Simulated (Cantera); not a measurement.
Input: 1 mol CaO, 0.064 mol H2S, 2.1 mol O2, at 1873.15 K and 0.580 bar.

Cantera equilibrium calculation (NASA polynomials, part measured and part estimated; ideal gas, pure solids and liquids). Candidate condensed phases: Ca, CaO, Ca(OH)2, CaS, CaSO4, H2O, H2SO4, S; 25 gas species. Kinetics and transport are ignored.

Base state: O2 0.939, SO2 0.0298, H2O 0.0295, OH 0.000955, O 0.000301, SO3 0.000181 (mole fractions); condensed: CaO(s).

**Question.** What changes in the equilibrium state with this change: CaO replaced by MgO?

**Answer.** 
| species | before | after |
|---|---|---|
| O2 | 0.939 | 0.939 |
| SO2 | 0.0298 | 0.0298 |
| H2O | 0.0295 | 0.0295 |
| OH | 0.000955 | 0.000955 |
| O | 0.000301 | 0.000301 |
| SO3 | 0.000181 | 0.000181 |
| CaO(s), mol | 1.000 | 0 |
| MgO(s), mol | 0 | 1.000 |
Further candidate phases: Mg, MgO, Mg(OH)2, MgS, MgSO4.
